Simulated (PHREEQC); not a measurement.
NaOH is added in steps, without added water, to 1 kg of water holding 46 mmol/kgw NH4Cl and 0.14 mmol/kgw Na2SO4, at 65 °C. Oxygen alone is held at its pressure in air (log pO2 = -0.68). CO2 from the air is kept out. Only these solids could form: Halite, Mirabilite.

Base run: PHREEQC, ion-association model, wateq4f.dat. Each further column changes one thing. The table gives NH4SO4- (mol/kgw).

```tsv
NaOH added (mol)	base	temperature from 65 to 40 °C	diluted 2-fold with water	Na2SO4 from 0.00014 to 7e-05 mol/kgw	no solid may form
0	2.90e-5	3.00e-5	9.57e-6	1.45e-5	2.90e-5
0.002812	2.75e-5	2.83e-5	8.49e-6	1.38e-5	2.75e-5
0.008438	2.42e-5	2.50e-5	6.23e-6	1.21e-5	2.42e-5
0.01125	2.25e-5	2.33e-5	5.08e-6	1.13e-5	2.25e-5
0.01406	2.09e-5	2.16e-5	3.90e-6	1.04e-5	2.09e-5
0.01969	1.74e-5	1.81e-5	1.53e-6	8.72e-6	1.74e-5
0.0225	1.57e-5	1.63e-5	4.55e-7	7.85e-6	1.57e-5
0.02531	1.39e-5	1.45e-5	9.67e-8	6.96e-6	1.39e-5
0.03094	1.03e-5	1.07e-5	2.97e-8	5.15e-6	1.03e-5
0.03375	8.43e-6	8.81e-6	2.17e-8	4.22e-6	8.43e-6
0.03656	6.57e-6	6.87e-6	1.70e-8	3.29e-6	6.57e-6
0.04219	2.85e-6	2.99e-6	1.17e-8	1.43e-6	2.85e-6
0.045	1.19e-6	1.26e-6	1.00e-8	5.97e-7	1.19e-6
```

At this temperature some constants are extrapolated from 25 °C, and those without enthalpy data are left unchanged.
